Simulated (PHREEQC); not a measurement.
# Polishing slurry liquid

Make-up at 86 °C: 0.39 mol H2SO4 and 0.017 mol KH2PO4 per kg of water. Closed to the air; pH follows from the charge balance.

Computed with PHREEQC (ion-association model, phreeqc.dat).

```yaml
pH: 0.54
ionic_strength: 0.411 mol/kgw
activity_of_water: 0.986
specific_conductance: 296000 µS/cm
density: 0.991 g/cm³
total_alkalinity: -780 meq/kg
```

```
species  molality  activity   log γ
-------  --------  --------  ------
H+          0.384     0.288  -0.126
HSO4-       0.379     0.265  -0.155
H3PO4      0.0167    0.0183   0.041
K+         0.0165    0.0103  -0.205
SO4-2      0.0104   0.00195  -0.728
KSO4-    0.000505  0.000341  -0.171
H2PO4-   0.000350  0.000236  -0.171
```

No solid was allowed to form. At this temperature some constants are extrapolated from 25 °C, and those without enthalpy data are left unchanged.
